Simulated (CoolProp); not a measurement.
Computed with CoolProp (reference Helmholtz-energy equation of state, Lemmon 2000). It is a pseudo-pure fit of the blend.

**Question.** For dry air, give the phase and the density (kg/m³), cp (kJ/(kg K)), speed of sound (m/s), viscosity (µPa s) at 74.9 K and 30.6 bar; 74.9 K and 52.4 bar; 74.9 K and 56.8 bar.

**Answer.** 
- 74.9 K and 30.6 bar: liquid; density 900, cp 1.90, speed of sound 922, viscosity 202
- 74.9 K and 52.4 bar: liquid; density 904, cp 1.89, speed of sound 936, viscosity 209
- 74.9 K and 56.8 bar: liquid; density 905, cp 1.88, speed of sound 939, viscosity 210

Viscosity comes from a separate model (Lemmon 2004).
